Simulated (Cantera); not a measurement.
Input (Python, Cantera):

```python
import numpy as np
import cantera as ct

gas = ct.Solution("gri30.yaml")


def delay(T, t_max=10):
    gas.TPX = T, 990000, {'CH4': 1, 'O2': 1.11, 'N2': 4.18, 'CO2': 0.88}
    reactor = ct.IdealGasConstPressureReactor(gas, clone=False)
    net = ct.ReactorNet([reactor])
    net.rtol, net.atol = 1e-8, 1e-16
    while net.time < t_max:
        t_old, T_old = net.time, reactor.T
        net.step()
        if reactor.T > T + 400:  # ignition: a rise of 400 K
            return t_old + (T + 400 - T_old) / (reactor.T - T_old) * (net.time - t_old)
    return np.nan


taus = []
for T in [1075, 1175, 1275, 1375, 1475, 1575, 1675, 1775]:
    taus.append(delay(T))
    print(f"T0 = {T:6g} K   tau = {taus[-1]:.4e} s")
```

Output:

```
T0 =   1075 K   tau = 3.9393e-02 s
T0 =   1175 K   tau = 1.0606e-02 s
T0 =   1275 K   tau = 3.2734e-03 s
T0 =   1375 K   tau = 1.1095e-03 s
T0 =   1475 K   tau = 4.0175e-04 s
T0 =   1575 K   tau = 1.5351e-04 s
T0 =   1675 K   tau = 6.2453e-05 s
T0 =   1775 K   tau = 2.7594e-05 s
```

Model: GRI-Mech 3.0 (53 species, 325 reactions), integrated in Cantera.
